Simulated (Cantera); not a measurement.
Transport properties of process gases

Gas mixture: 30.5 % CH4, 18.0 % C2H4, 31.3 % H2, 20.2 % C3H8, at 7500 Torr, frozen composition.

Cantera's kinetic-theory transport with the Lennard-Jones parameters of GRI-Mech 3.0, ideal gas; thermal conductivity in the multicomponent form. The composition is frozen, though it would react at the higher temperatures.

```json
[
 {"T (K)": "400", "ρ (kg/m³)": "5.86", "cp (J/kg/K)": "2566", "μ (µPa s)": "13.2", "λ (mW/m/K)": "65.7", "Pr": "0.515", "D (cm²/s) C2H2": "0.0293", "D (cm²/s) O": "0.0552", "D (cm²/s) CH3": "0.0389"},
 {"T (K)": "650", "ρ (kg/m³)": "3.61", "cp (J/kg/K)": "3443", "μ (µPa s)": "19.5", "λ (mW/m/K)": "115", "Pr": "0.582", "D (cm²/s) C2H2": "0.0703", "D (cm²/s) O": "0.128", "D (cm²/s) CH3": "0.0918"},
 {"T (K)": "900", "ρ (kg/m³)": "2.61", "cp (J/kg/K)": "4094", "μ (µPa s)": "24.8", "λ (mW/m/K)": "167", "Pr": "0.609", "D (cm²/s) C2H2": "0.124", "D (cm²/s) O": "0.222", "D (cm²/s) CH3": "0.161"},
 {"T (K)": "1150", "ρ (kg/m³)": "2.04", "cp (J/kg/K)": "4582", "μ (µPa s)": "29.5", "λ (mW/m/K)": "218", "Pr": "0.621", "D (cm²/s) C2H2": "0.188", "D (cm²/s) O": "0.335", "D (cm²/s) CH3": "0.243"},
 {"T (K)": "1400", "ρ (kg/m³)": "1.67", "cp (J/kg/K)": "4947", "μ (µPa s)": "33.8", "λ (mW/m/K)": "267", "Pr": "0.626", "D (cm²/s) C2H2": "0.263", "D (cm²/s) O": "0.465", "D (cm²/s) CH3": "0.338"},
 {"T (K)": "1650", "ρ (kg/m³)": "1.42", "cp (J/kg/K)": "5230", "μ (µPa s)": "37.7", "λ (mW/m/K)": "314", "Pr": "0.627", "D (cm²/s) C2H2": "0.346", "D (cm²/s) O": "0.611", "D (cm²/s) CH3": "0.445"}
]
```
D: mixture-averaged diffusion coefficient of that species in the mixture.
